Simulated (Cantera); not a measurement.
Charge: 1 mol SiCl4, 0.42 mol Cl2, 990 mol H2, equilibrated at 1248.15 K and 0.100 bar.

Cantera equilibrium calculation (NASA polynomials, part measured and part estimated; ideal gas, pure solids and liquids). Candidate condensed phases: Si; 19 gas species. Kinetics and transport are ignored.

Base state: H2 0.995, HCl 0.00475, SiCl2 5.68e-5 (mole fractions); condensed: Si(s).

### Question
What changes in the equilibrium state with this change: SiCl4 replaced by Si2H6?

### Answer
| species | before | after |
|---|---|---|
| H2 | 0.995 | 0.999 |
| HCl | 0.00475 | 0.000842 |
| SiCl2 | 5.68e-5 | 1.78e-6 |
| Si(s), mol | 0.937 | 2.00 |
The feed counts by its element totals alone.
